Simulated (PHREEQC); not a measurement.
Solution (85 °C): 0.2 mol/kgw CdCl2, 4.2e-05 mol/kgw NiCl2 and 0.11 mol/kgw H2SO4. Closed to the air; pH follows from the charge balance.

Model: ion-association model, wateq4f.dat, run in PHREEQC.

| quantity | before | after |
|---|---|---|
| pH | 1.03 | 1.04 |
| Cl- (mol/kgw) | 0.171 | 0.219 |
| Ni+2 (mol/kgw) | 3.43e-5 | 3.34e-5 |
| NiCl+ (mol/kgw) | 3.27e-6 | 3.97e-6 |

Which change was made?
A) CdCl2 from 0.2 to 0.3 mol/kgw
B) H2SO4 left out
C) H2SO4 replaced by Fe2(SO4)3 at the same molality
D) CdCl2 replaced by SrCl2 at the same molality

A, CdCl2 from 0.2 to 0.3 mol/kgw

This is a speciation only: nothing precipitates in the calculation. Constants without temperature data keep their 25 °C values here.
